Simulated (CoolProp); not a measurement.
The numbers come from the reference Helmholtz-energy equation of state, Thol 2017 in CoolProp.

Give the vapour pressure (bar), liquid density (kg/m³), vapour density (kg/m³), enthalpy of vaporisation (kJ/kg) of saturated octamethyltrisiloxane (MDM) at 5.75, 72.75 °C.


```csv
T (°C),p (bar),liquid density (kg/m³),vapour density (kg/m³),enthalpy of vaporisation (kJ/kg)
5.75,0.00127,834,0.0129,212
72.75,0.0663,766,0.551,186
```
